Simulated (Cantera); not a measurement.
Charge: 1 mol SiCl4, 2.6 mol HCl, 8 mol H2, equilibrated at 1275 °C and 0.133 bar.

Method: chemical equilibrium by Gibbs-energy minimisation in Cantera with the NASA 1993 tables (ideal gas, pure condensed phases). Candidate condensed phases: Si; 19 gas species. The tables' values for SiCl3 are old estimates; treat these amounts as uncertain. The numbers say what is thermodynamically allowed, not how fast it happens.

Base state: H2 0.588, HCl 0.331, SiCl2 0.0513, SiCl3 0.0149, SiCl4 0.0122, SiHCl3 0.00264, SiH2Cl2 9.33e-5, H 6.46e-5 (mole fractions); condensed: gas only.

Task: What changes in the equilibrium state with this change: HCl from 2.6 to 5.4 mol?

Result: 
| species | before | after |
|---|---|---|
| H2 | 0.588 | 0.490 |
| HCl | 0.331 | 0.443 |
| SiCl2 | 0.0513 | 0.0332 |
| SiCl4 | 0.0122 | 0.0169 |
| SiCl3 | 0.0149 | 0.0142 |
| SiH2Cl2 | 9.33e-5 | 5.04e-5 |
| Cl | 2.91e-5 | 4.26e-5 |
| SiHCl3 | 0.00264 | 0.00229 |
